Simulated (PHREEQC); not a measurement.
**Brackish or sea water: speciation**

Model water analysis in mg/kgw, 35 °C, pH 7.46:

| constituent | mg/kgw |
|---|---|
| Na | 2250 |
| K | 540 |
| Ca | 271 |
| Mg | 75 |
| Cl | 3930 |
| S(6) as SO4 | 927 |
| Alkalinity as HCO3 | 2.78 |
| Br | 18.7 |

Valence states are taken as typed.

Computed with PHREEQC (Pitzer model, pitzer.dat).

| Quantity | Value |
|---|---|
| ionic strength | 0.150 mol/kgw |
| specific conductance | 16500 µS/cm |
| density | 1.000 g/cm³ |
| osmotic coefficient | 0.903 |
| charge-balance error | 0.4 % |

```json
[
 {"species": "Cl-", "molality": "0.111", "activity": "0.0816", "log γ": "-0.133"},
 {"species": "Na+", "molality": "0.0979", "activity": "0.0742", "log γ": "-0.120"},
 {"species": "K+", "molality": "0.0138", "activity": "0.0103", "log γ": "-0.129"},
 {"species": "SO4-2", "molality": "0.00965", "activity": "0.00226", "log γ": "-0.630"},
 {"species": "Ca+2", "molality": "0.00676", "activity": "0.00193", "log γ": "-0.545"},
 {"species": "Mg+2", "molality": "0.00309", "activity": "0.000959", "log γ": "-0.508"},
 {"species": "Br-", "molality": "0.000234", "activity": "0.000174", "log γ": "-0.129"},
 {"species": "HCO3-", "molality": "4.41e-5", "activity": "3.57e-5", "log γ": "-0.092"},
 {"species": "CO2", "molality": "2.42e-6", "activity": "2.48e-6", "log γ": "0.010"},
 {"species": "OH-", "molality": "8.54e-7", "activity": "6.01e-7", "log γ": "-0.153"},
 {"species": "CO3-2", "molality": "2.18e-7", "activity": "5.62e-8", "log γ": "-0.588"},
 {"species": "MgOH+", "molality": "1.15e-7", "activity": "9.95e-8", "log γ": "-0.064"},
 {"species": "MgCO3", "molality": "5.28e-8", "activity": "5.28e-8", "log γ": "0.000"},
 {"species": "H+", "molality": "4.49e-8", "activity": "3.47e-8", "log γ": "-0.113"},
 {"species": "HSO4-", "molality": "1.33e-8", "activity": "9.91e-9", "log γ": "-0.129"}
]
```

No solid was allowed to form. Complexes and solids missing from the database can't appear.
